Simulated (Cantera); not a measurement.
# Thermodynamics of roasting and sulfation, feed Fe2O3 + H2S + N2

A closed system holds: 1 mol Fe2O3, 2.6 mol H2S, 43 mol N2, at 15.0 mbar.

Equilibrium computed with Cantera from the NASA thermochemical tables; the gas is ideal and each condensed phase is pure. Candidate condensed phases: Fe, FeO, Fe(OH)2, Fe(OH)3, FeS, FeSO4, FeS2, Fe2O3, Fe2(SO4)3, Fe3O4, H2O, H2SO4, S; 38 gas species. Metal and sulfide melt together well below either melting point, which pure phases cannot show. Mutual solubility and eutectic melting of coexisting phases are not modelled. The tables' stoichiometric FeO is somewhat more stable than real wüstite, so its field is too wide. FeO, FeS: taken at fixed stoichiometry. Equilibrium is a limit: real reactors are often held back by kinetics, nucleation or transport.

| T (K) | log p N2 | log p H2O | log p H2 | log p S2 | n FeO(s) | n FeS(s) | n FeS(l) |
|---|---|---|---|---|---|---|---|
| 1323 | -1.86 | -3.17 | -3.80 | -3.98 | 0.382 | 1.62 | 0 |
| 1348 | -1.86 | -3.19 | -3.74 | -3.92 | 0.468 | 1.53 | 0 |
| 1373 | -1.86 | -3.21 | -3.69 | -3.87 | 0.560 | 1.44 | 0 |
| 1398 | -1.86 | -3.23 | -3.64 | -3.82 | 0.655 | 1.34 | 0 |
| 1423 | -1.86 | -3.25 | -3.60 | -3.78 | 0.755 | 1.24 | 0 |
| 1448 | -1.86 | -3.27 | -3.55 | -3.73 | 0.858 | 1.14 | 0 |
| 1473 | -1.86 | -3.29 | -3.52 | -3.70 | 0.949 | 0 | 1.05 |
| 1498 | -1.86 | -3.31 | -3.48 | -3.68 | 1.02 | 0 | 0.980 |
| 1523 | -1.86 | -3.33 | -3.46 | -3.65 | 1.09 | 0 | 0.909 |
log p: log10 of the partial pressure in bar; n: condensed amount in mol.

From 1323 K to 1448 K the condensed part is FeO(s) + FeS(s). From 1473 K to 1523 K the condensed part is FeO(s) + FeS(l). The main Fe-bearing gas is Fe(OH)2 at 1323 K and Fe at 1523 K.
